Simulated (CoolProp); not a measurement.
Values from CoolProp's reference Helmholtz-energy equation of state, McLinden 2020.

**Question.** Give the vapour pressure (kPa), liquid density (kg/m³), vapour density (kg/m³) of saturated R1336mzz(Z) at 14.45 °C.

**Answer.** 
```json
[
 {"T (°C)": "14.45", "p (kPa)": "47.8", "liquid density (kg/m³)": "1390", "vapour density (kg/m³)": "3.38"}
]
```
